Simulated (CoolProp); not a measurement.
Properties of diethyl ether along the isotherm 381.3 K (Tc = 467.9 K, pc = 3.717 MPa, ω = 0.282).

The numbers come from the reference Helmholtz-energy equation of state, Thol 2014 in CoolProp.

```tsv
p (MPa)	phase	Z	cv (kJ/(kg K))	Joule-Thomson coefficient (K/MPa)	isothermal compressibility (1/MPa)	expansivity (1/kK)	fugacity coefficient
3.1	liquid	0.1198	1.965	-0.02390	0.005695	2.521	0.2358
6.2	liquid	0.2357	1.952	-0.08522	0.004724	2.262	0.1327
9.29	liquid	0.3485	1.942	-0.1289	0.004067	2.077	0.09956
12.4	liquid	0.4596	1.935	-0.1623	0.003585	1.934	0.08376
15.5	liquid	0.5685	1.928	-0.1886	0.003217	1.820	0.07512
18.6	liquid	0.6758	1.923	-0.2101	0.002926	1.727	0.07010
21.7	liquid	0.7816	1.919	-0.2280	0.002688	1.647	0.06721
24.8	liquid	0.8861	1.916	-0.2432	0.002490	1.579	0.06573
27.9	liquid	0.9895	1.913	-0.2563	0.002322	1.520	0.06524
31	liquid	1.092	1.911	-0.2677	0.002178	1.467	0.06552
34.1	liquid	1.193	1.909	-0.2777	0.002052	1.421	0.06641
37.2	liquid	1.294	1.907	-0.2867	0.001942	1.378	0.06783
```
